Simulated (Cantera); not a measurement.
Cantera run:

```python
import numpy as np
import cantera as ct

gas_names = """
    H HNO HNO2 HNO3 HO2 H2 H2O H2O2 N NH NH2 NH3 NH2OH NO NO2 NO3 N2 N2H2 N2H4 N2O O OH O2 O3 Pb PbO Pb2
""".split()
cond_names = """
    H2O(s) H2O(L) Pb(cr) Pb(L) PbO(rd) PbO(yw) PbO(L) PbO2(s) Pb3O4(s)
""".split()


# ... load() reads the species with a 1 bar reference pressure and builds the phases ...
atoms = {
    'PbO': {'Pb': 1, 'O': 1},
    'H2': {'H': 2},
    'N2': {'N': 2},
}
top_T = {'Pb3O4(s)': 820}  # K; cautious upper limits of use, not melting points


# ... equilibrate(T, P, feed) seeds the gas with the atoms and calls Mixture.equilibrate('TP', solver="vcs", rtol=1e-11, max_steps=5000) ...
results = []
P = 1000  # Pa
for T in [698, 773, 848, 923, 998, 1073, 1148, 1223, 1298, 1373, 1448, 1523, 1598, 1673]:
    for m in [0.64, 0.99, 1.5, 2.4, 3.6, 5.6, 8.7, 13, 21, 32, 49]:
        feed = {'PbO': 1, 'H2': 0.13, 'N2': m}  # mol
        mix = equilibrate(T, P, feed)
        results.append((T, P, feed, dict(zip(mix.species_names, mix.species_moles))))

for T, P, feed, n in results:
    print(f"{T:7g} {feed['N2']:10.4g}  " + (" + ".join(c for c in cond_names if n.get(c, 0) > 1e-12) or "gas only"))
```

Output:

```
    698       0.64  Pb(L) + PbO(rd)
    698       0.99  Pb(L) + PbO(rd)
    698        1.5  Pb(L) + PbO(rd)
    698        2.4  Pb(L) + PbO(rd)
    698        3.6  Pb(L) + PbO(rd)
    698        5.6  Pb(L) + PbO(rd)
    698        8.7  Pb(L) + PbO(rd)
    698         13  Pb(L) + PbO(rd)
    698         21  Pb(L) + PbO(rd)
    698         32  Pb(L) + PbO(rd)
    698         49  Pb(L) + PbO(rd)
    773       0.64  Pb(L) + PbO(yw)
    773       0.99  Pb(L) + PbO(yw)
    773        1.5  Pb(L) + PbO(yw)
    773        2.4  Pb(L) + PbO(yw)
    773        3.6  Pb(L) + PbO(yw)
    773        5.6  Pb(L) + PbO(yw)
    773        8.7  Pb(L) + PbO(yw)
    773         13  Pb(L) + PbO(yw)
    773         21  Pb(L) + PbO(yw)
    773         32  Pb(L) + PbO(yw)
    773         49  Pb(L) + PbO(yw)
    848       0.64  Pb(L) + PbO(yw)
    848       0.99  Pb(L) + PbO(yw)
    848        1.5  Pb(L) + PbO(yw)
    848        2.4  Pb(L) + PbO(yw)
    848        3.6  Pb(L) + PbO(yw)
    848        5.6  Pb(L) + PbO(yw)
    848        8.7  Pb(L) + PbO(yw)
    848         13  Pb(L) + PbO(yw)
    848         21  Pb(L) + PbO(yw)
    848         32  Pb(L) + PbO(yw)
    848         49  Pb(L) + PbO(yw)
    923       0.64  Pb(L) + PbO(yw)
    923       0.99  Pb(L) + PbO(yw)
    923        1.5  Pb(L) + PbO(yw)
    923        2.4  Pb(L) + PbO(yw)
    923        3.6  Pb(L) + PbO(yw)
    923        5.6  Pb(L) + PbO(yw)
    923        8.7  Pb(L) + PbO(yw)
    923         13  Pb(L) + PbO(yw)
    923         21  Pb(L) + PbO(yw)
    923         32  Pb(L) + PbO(yw)
    923         49  Pb(L) + PbO(yw)
    998       0.64  Pb(L) + PbO(yw)
    998       0.99  Pb(L) + PbO(yw)
    998        1.5  Pb(L) + PbO(yw)
    998        2.4  Pb(L) + PbO(yw)
    998        3.6  Pb(L) + PbO(yw)
    998        5.6  Pb(L) + PbO(yw)
    998        8.7  Pb(L) + PbO(yw)
    998         13  Pb(L) + PbO(yw)
    998         21  Pb(L) + PbO(yw)
    998         32  Pb(L) + PbO(yw)
    998         49  Pb(L) + PbO(yw)
   1073       0.64  Pb(L) + PbO(yw)
   1073       0.99  Pb(L) + PbO(yw)
   1073        1.5  Pb(L) + PbO(yw)
   1073        2.4  Pb(L) + PbO(yw)
   1073        3.6  Pb(L) + PbO(yw)
   1073        5.6  Pb(L) + PbO(yw)
   1073        8.7  Pb(L) + PbO(yw)
   1073         13  Pb(L) + PbO(yw)
   1073         21  PbO(yw)
   1073         32  PbO(yw)
   1073         49  PbO(yw)
   1148       0.64  Pb(L) + PbO(yw)
   1148       0.99  Pb(L) + PbO(yw)
   1148        1.5  Pb(L) + PbO(yw)
   1148        2.4  Pb(L) + PbO(yw)
   1148        3.6  Pb(L) + PbO(yw)
   1148        5.6  PbO(yw)
   1148        8.7  PbO(yw)
   1148         13  PbO(yw)
   1148         21  PbO(yw)
   1148         32  PbO(yw)
   1148         49  PbO(yw)
   1223       0.64  Pb(L) + PbO(L)
   1223       0.99  Pb(L) + PbO(L)
   1223        1.5  PbO(L)
   1223        2.4  PbO(L)
   1223        3.6  PbO(L)
   1223        5.6  PbO(L)
   1223        8.7  PbO(L)
   1223         13  PbO(L)
   1223         21  PbO(L)
   1223         32  PbO(L)
   1223         49  PbO(L)
   1298       0.64  PbO(L)
   1298       0.99  PbO(L)
   1298        1.5  PbO(L)
   1298        2.4  PbO(L)
   1298        3.6  PbO(L)
   1298        5.6  PbO(L)
   1298        8.7  PbO(L)
   1298         13  PbO(L)
   1298         21  gas only
   1298         32  gas only
   1298         49  gas only
   1373       0.64  PbO(L)
   1373       0.99  PbO(L)
   1373        1.5  PbO(L)
   1373        2.4  PbO(L)
   1373        3.6  PbO(L)
   1373        5.6  gas only
   1373        8.7  gas only
   1373         13  gas only
   1373         21  gas only
   1373         32  gas only
   1373         49  gas only
   1448       0.64  PbO(L)
   1448       0.99  gas only
   1448        1.5  gas only
   1448        2.4  gas only
   1448        3.6  gas only
   1448        5.6  gas only
   1448        8.7  gas only
   1448         13  gas only
   1448         21  gas only
   1448         32  gas only
   1448         49  gas only
   1523       0.64  gas only
   1523       0.99  gas only
   1523        1.5  gas only
   1523        2.4  gas only
   1523        3.6  gas only
   1523        5.6  gas only
   1523        8.7  gas only
   1523         13  gas only
   1523         21  gas only
   1523         32  gas only
   1523         49  gas only
   1598       0.64  gas only
   1598       0.99  gas only
   1598        1.5  gas only
   1598        2.4  gas only
   1598        3.6  gas only
   1598        5.6  gas only
   1598        8.7  gas only
   1598         13  gas only
   1598         21  gas only
   1598         32  gas only
   1598         49  gas only
   1673       0.64  gas only
   1673       0.99  gas only
   1673        1.5  gas only
   1673        2.4  gas only
   1673        3.6  gas only
   1673        5.6  gas only
   1673        8.7  gas only
   1673         13  gas only
   1673         21  gas only
   1673         32  gas only
   1673         49  gas only
```

Equilibrium computed with Cantera from the NASA thermochemical tables; the gas is ideal and each condensed phase is pure. Each liquid is taken as pure. Mutual solubility and eutectic melting of coexisting phases are not modelled.
